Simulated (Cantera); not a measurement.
## Transport properties of process gases

Gas mixture: 58.2 % NO, 41.8 % CO2, at 0.300 Torr, frozen composition.

Cantera's kinetic-theory transport with the Lennard-Jones parameters of GRI-Mech 3.0, ideal gas; thermal conductivity in the multicomponent form. The composition is frozen, though it would react at the higher temperatures.

| T (K) | ρ (kg/m³) | cp (J/kg/K) | μ (µPa s) | λ (mW/m/K) | Pr | D (cm²/s) NH3 | D (cm²/s) CH4 | D (cm²/s) CO2 |
|---|---|---|---|---|---|---|---|---|
| 400 | 0.000431 | 967.5 | 21.5 | 29.3 | 0.711 | 835 | 844 | 661 |
| 550 | 0.000314 | 1038 | 27.5 | 39.9 | 0.716 | 1520 | 1480 | 1160 |
| 700 | 0.000246 | 1098 | 32.8 | 50.1 | 0.719 | 2370 | 2240 | 1760 |
| 850 | 0.000203 | 1146 | 37.7 | 59.9 | 0.720 | 3350 | 3120 | 2450 |
| 1000 | 0.000172 | 1185 | 42.1 | 69.2 | 0.721 | 4460 | 4110 | 3230 |
| 1150 | 0.000150 | 1213 | 46.3 | 77.9 | 0.722 | 5690 | 5200 | 4080 |
| 1300 | 0.000133 | 1236 | 50.3 | 86.1 | 0.722 | 7030 | 6380 | 5020 |
D: mixture-averaged diffusion coefficient of that species in the mixture.
